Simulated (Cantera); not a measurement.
Charge: 1 mol V2O3, 15 mol H2, 0.56 mol H2O, held at 750 Torr.

Equilibrium computed with Cantera from the NASA thermochemical tables; the gas is ideal and each condensed phase is pure. Candidate condensed phases: H2O, V, VO, V2O3, V2O4, V2O5; 12 gas species. Mutual solubility and eutectic melting of coexisting phases are not modelled. VO: taken at fixed stoichiometry. Condensed phases not in the tables: the oxides between V2O3 and V2O5 other than VO2. The numbers say what is thermodynamically allowed, not how fast it happens.

### Question
At 2173 K, list the 6 most abundant gas species with their mole fractions, and the condensed phases.

### Answer
H2 0.934, H2O 0.0616, H 0.00466, VO2 0.000176, OH 4.12e-5, VO 1.92e-5. Condensed: VO(l) + V2O3(s).
